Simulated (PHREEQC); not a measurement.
30 mol of Thenardite (Na2SO4) is brought to equilibrium with 1 kg of water, at 71 °C and several pressures. CO2 from the air is kept out. Only these solids could form: Thenardite.

Base run: PHREEQC, Pitzer model, pitzer.dat. Each further column changes one thing. The table gives dissolved Na (mol/kgw).

```json
[
 {"P (atm)": "1", "base": "6.08", "temperature from 71 to 80 °C": "5.99", "temperature from 71 to 50 °C": "…"},
 {"P (atm)": "50", "base": "6.15", "temperature from 71 to 80 °C": "6.06", "temperature from 71 to 50 °C": "6.55"},
 {"P (atm)": "100", "base": "6.21", "temperature from 71 to 80 °C": "6.13", "temperature from 71 to 50 °C": "…"},
 {"P (atm)": "200", "base": "6.33", "temperature from 71 to 80 °C": "6.25", "temperature from 71 to 50 °C": "6.71"},
 {"P (atm)": "300", "base": "6.44", "temperature from 71 to 80 °C": "6.38", "temperature from 71 to 50 °C": "6.80"},
 {"P (atm)": "400", "base": "6.57", "temperature from 71 to 80 °C": "6.51", "temperature from 71 to 50 °C": "…"},
 {"P (atm)": "500", "base": "6.69", "temperature from 71 to 80 °C": "6.65", "temperature from 71 to 50 °C": "6.96"},
 {"P (atm)": "600", "base": "6.82", "temperature from 71 to 80 °C": "6.80", "temperature from 71 to 50 °C": "…"},
 {"P (atm)": "800", "base": "7.09", "temperature from 71 to 80 °C": "7.13", "temperature from 71 to 50 °C": "…"},
 {"P (atm)": "1000", "base": "7.37", "temperature from 71 to 80 °C": "7.50", "temperature from 71 to 50 °C": "…"}
]
```

Problem. Some entries are withheld; supply them.

Solution. 
- 1, temperature from 71 to 50 °C: 6.49
- 100, temperature from 71 to 50 °C: 6.61
- 400, temperature from 71 to 50 °C: 6.88
- 600, temperature from 71 to 50 °C: 7.03
- 800, temperature from 71 to 50 °C: 7.15
- 1000, temperature from 71 to 50 °C: 7.26

At this temperature some constants are extrapolated from 25 °C, and those without enthalpy data are left unchanged.
